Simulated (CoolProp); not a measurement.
The numbers come from the reference Helmholtz-energy equation of state, Gao 2020 in CoolProp.

Question: Give the vapour pressure (bar), liquid density (kg/m³), vapour density (kg/m³), liquid viscosity (µPa s) of saturated ammonia at 263 K.

Answer: 
```json
[
 {"T (K)": "263", "p (bar)": "2.89", "liquid density (kg/m³)": "652", "vapour density (kg/m³)": "2.38", "liquid viscosity (µPa s)": "190"}
]
```

Viscosity comes from a separate model (Fenghour 1995).
